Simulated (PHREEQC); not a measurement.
Dissolve 0.17 mol H2SO4, 0.038 mol MnSO4 and 0.012 mol MgSO4 per kg of water at 25 °C. Closed to the air; pH follows from the charge balance.

The numbers come from PHREEQC with the ion-association model, wateq4f.dat.

```
Quantity                   Value
-----------------  -------------
pH                          0.87
ionic strength     0.311 mol/kgw
activity of water          0.993
total alkalinity     -340 meq/kg
```

| species | molality | activity | log γ |
|---|---|---|---|
| H+ | 0.172 | 0.134 | -0.107 |
| HSO4- | 0.168 | 0.117 | -0.156 |
| SO4-2 | 0.0362 | 0.00897 | -0.606 |
| Mn+2 | 0.0266 | 0.00765 | -0.542 |
| MnSO4 | 0.0114 | 0.0122 | 0.031 |
| Mg+2 | 0.00744 | 0.00233 | -0.504 |
| MgSO4 | 0.00456 | 0.00490 | 0.031 |

This is a speciation only: nothing precipitates in the calculation. Complexes and solids missing from the database can't appear.
